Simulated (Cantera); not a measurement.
Feed: 1 mol Si3N4, 5 mol H2, at 64.0 Pa.

Equilibrium computed with Cantera from the NASA thermochemical tables; the gas is ideal and each condensed phase is pure. Candidate condensed phases: Si, Si3N4; 18 gas species. The tables' values for SiN are old estimates; treat these amounts as uncertain. Gases not in the tables: Si2H6 and higher silanes. Rates play no part.

x: gas mole fraction; n: condensed amount in mol.

| T (°C) | x H2 | x H | x N2 | x Si | x Si2 | n Si(l) |
|---|---|---|---|---|---|---|
| 1475 | 0.706 | 0.00759 | 0.284 | 0.00227 | 1.17e-5 | 2.98 |
| 1525 | 0.701 | 0.0116 | 0.283 | 0.00482 | 2.89e-5 | 2.96 |
| 1575 | 0.692 | 0.0174 | 0.280 | 0.00980 | 6.82e-5 | 2.93 |
| 1625 | 0.678 | 0.0254 | 0.276 | 0.0192 | 0.000153 | 2.85 |
| 1675 | 0.656 | 0.0362 | 0.270 | 0.0363 | 0.000331 | 2.72 |
| 1725 | 0.622 | 0.0500 | 0.259 | 0.0665 | 0.000686 | … |
| 1775 | 0.570 | 0.0668 | 0.241 | 0.118 | 0.00137 | … |
| 1825 | 0.491 | 0.0852 | 0.213 | 0.204 | 0.00265 | … |
| 1875 | 0.422 | 0.107 | 0.190 | 0.274 | 0.00315 | 0 |
| 1925 | 0.397 | 0.139 | 0.187 | 0.273 | 0.00210 | 0 |
| 1975 | 0.368 | 0.176 | 0.183 | 0.269 | 0.00140 | 0 |
| 2025 | 0.336 | 0.219 | 0.178 | 0.264 | 0.000935 | 0 |
| 2075 | 0.300 | 0.267 | 0.173 | 0.257 | 0.000630 | 0 |
| 2125 | 0.261 | 0.318 | 0.168 | 0.250 | 0.000427 | 0 |

Task: Complete the blanks.

Result: 
- 1725, n Si(l): 2.46
- 1775, n Si(l): 1.97
- 1825, n Si(l): 0.992
